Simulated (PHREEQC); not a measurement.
Solution (20 °C): 0.012 mol/kgw HBr, 0.0001 mol/kgw NiCl2 and 0.026 mol/kgw CuCl2. Closed to the air; pH follows from the charge balance.

All values are PHREEQC results (ion-association model, wateq4f.dat), not measurements.

Each row changes one thing in this solution. Precipitation was switched off in this run.

```
case                                            pH  Cu+2 (mol/kgw)  CuCl+ (mol/kgw)  CuCl2 (mol/kgw)  CuOH+ (mol/kgw)  SI of Tenorite (CuO)  SI of Cu(OH)2 (Cu(OH)2)
--------------------------------------------  ----  --------------  ---------------  ---------------  ---------------  --------------------  -----------------------
as made                                       2.00          0.0249          0.00111          1.70e-5          1.33e-8                 -5.79                    -6.81
diluted 100-fold with water                   3.94        0.000260          2.49e-7         6.17e-11          2.02e-8                 -3.58                    -4.60
CuCl2 from 0.026 to 0.0026 mol/kgw            1.97         0.00258                …          3.57e-8          1.66e-9                 -6.68                    -7.70
0.0016 mol/kgw Na2SO4 added                   2.01               …          0.00108          1.65e-5          1.34e-8                 -5.78                    -6.80
temperature from 20 to 30 °C                  2.00          0.0243          0.00172          2.90e-5                …                 -5.43                    -6.45
NiCl2 from 0.0001 to 0.00015 mol/kgw          2.00          0.0249          0.00111          1.71e-5          1.33e-8                 -5.79                    -6.81
NiCl2 replaced by FeCl2 at the same molality  2.00          0.0249          0.00111          1.70e-5          1.33e-8                 -5.79                    -6.81
```

Task: Fill in the missing entries.

Result: 
- CuCl2 from 0.026 to 0.0026 mol/kgw, CuCl+ (mol/kgw): 1.74e-5
- 0.0016 mol/kgw Na2SO4 added, Cu+2 (mol/kgw): 0.0244
- temperature from 20 to 30 °C, CuOH+ (mol/kgw): 1.29e-8
